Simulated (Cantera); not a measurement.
An isothermal, constant-pressure homogeneous reactor starts with 0.469 % CO, 3.83 % O₂, 0.0134 % H₂O, 95.7 % N₂, equivalence ratio 0.061, at 1273 K and 1650 Torr.

Model: GRI-Mech 3.0 (53 species, 325 reactions), integrated in Cantera.

Problem. Predict: x(CO) at 10.0 s; x(O₂) at 10.0 s; x(H₂O) at 10.0 s; x(NO₂) at 10.0 s; x(OH) at 10.0 s; x(NO) at 10.0 s.

Solution. 
| Property | Result |
|---|---|
| x(CO) at 10.0 s | 1.53e-9 (gas-phase equilibrium 1.48e-9) |
| x(O₂) at 10.0 s | 0.0360 (gas-phase equilibrium 0.0359) |
| x(H₂O) at 10.0 s | 0.000134 (gas-phase equilibrium 0.000134) |
| x(NO₂) at 10.0 s | 1.30e-8 (gas-phase equilibrium 1.13e-6) |
| x(OH) at 10.0 s | 1.48e-7 (gas-phase equilibrium 1.48e-7) |
| x(NO) at 10.0 s | 1.75e-6 (gas-phase equilibrium 0.000152) |
